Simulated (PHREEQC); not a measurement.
Ca(OH)2 is added in steps, without added water, to 1 kg of water holding 1.7 mol MgSO4, 0.26 mol H3BO3 and 1.5 mol KBr, at 20 °C. No CO2 enters from the air. The run lets Arcanite, Brucite, Epsomite, Gypsum, Anhydrite, Hexahydrite, Kieserite, Leonite, Misenite, Polyhalite, Portlandite, Schoenite, Syngenite, Boric_acid,s, KB5O8:4H2O, K2B4O7:4H2O precipitate or redissolve, and no other solid.

Base run: PHREEQC, Pitzer model, pitzer.dat. Each further column changes one thing. The table gives pH.

| Ca(OH)2 added (mol) | base | diluted 2-fold with water | KBr left out |
|---|---|---|---|
| 0 | 4.20 | ? | 4.26 |
| 0.25 | 8.87 | ? | 9.00 |
| 0.375 | 8.91 | 9.24 | 9.04 |
| 0.625 | 8.98 | ? | 9.10 |
| 0.75 | 9.01 | ? | 9.14 |
| 1 | 9.07 | 12.53 | 9.21 |
| 1.25 | 9.17 | 12.53 | 9.30 |
| 1.375 | 9.24 | 12.53 | 9.36 |
| 1.625 | 9.47 | 12.53 | 9.53 |
| 1.75 | 9.75 | 12.53 | 9.77 |
| 2 | 12.49 | 12.53 | 12.51 |

Task: Complete the blanks.

Result: 
- 0, diluted 2-fold with water: 4.74
- 0.25, diluted 2-fold with water: 9.19
- 0.625, diluted 2-fold with water: 9.38
- 0.75, diluted 2-fold with water: 9.51

In brines, pH and single-ion activities rest on the MacInnes convention. Solids allowed in the column 'KBr left out': Brucite, Epsomite, Gypsum, Anhydrite, Hexahydrite, Kieserite, Portlandite, Boric_acid,s.
